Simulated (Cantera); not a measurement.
Charge: 1 mol AlCl3, 0.51 mol NH3, 3 mol N2, at 1573 K and 0.570 bar.

Cantera equilibrium calculation (NASA polynomials, part measured and part estimated; ideal gas, pure solids and liquids). Candidate condensed phases: Al, AlCl3, AlN, NH4Cl; 20 gas species. The tables' values for AlCl2 are old estimates; treat these amounts as uncertain. Kinetics and transport are ignored.

Base state: N2 0.636, AlCl3 0.172, H2 0.119, HCl 0.0662, AlCl2 0.00544, AlCl 0.00103, H 1.86e-5, Al2Cl6 1.30e-5 (mole fractions); condensed: AlN(s).

Q: What changes in the equilibrium state with this change: NH3 from 0.51 to 3.2 mol?

A: 
| species | before | after |
|---|---|---|
| N2 | 0.636 | 0.428 |
| H2 | 0.119 | 0.418 |
| HCl | 0.0662 | 0.0842 |
| AlCl3 | 0.172 | 0.0655 |
| Al2Cl6 | 1.30e-5 | 1.88e-6 |
| H | 1.86e-5 | 3.48e-5 |
| AlN(s), mol | 0.0986 | 0.276 |
